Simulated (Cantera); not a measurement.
Feed: 1 mol CH3SiH3, 0.13 mol C2H2, 17 mol H2, equilibrated at 2227 °C.

Equilibrium computed with Cantera from the NASA thermochemical tables; the gas is ideal and each condensed phase is pure. Candidate condensed phases: C, C6H6, C7H8, C8H18, Si, SiC; 87 gas species. The feed counts by its element totals alone. Gases not in the tables: Si2H6 and higher silanes. Rates play no part.

Task: Which condensed phases are stable at each of these points (P (Pa)): 100, 320, 1000, 3200, 10000, 32000, 100000?

Result: 
| P (Pa) | condensed phases | Si condensed (%) |
|---|---|---|
| 100 | C(graphite) | 0.0 |
| 320 | C(graphite) | 0.0 |
| 1000 | C(graphite) | 0.0 |
| 3200 | C(graphite) | 0.0 |
| 10000 | C(graphite) + SiC(s) | 59.9 |
| 32000 | SiC(s) | 86.0 |
| 100000 | SiC(s) | 94.5 |

From 0.750 Torr to 24.0 Torr the condensed part is C(graphite). At 75.0 Torr the condensed part is C(graphite) + SiC(s). From 240 Torr to 750 Torr the condensed part is SiC(s).
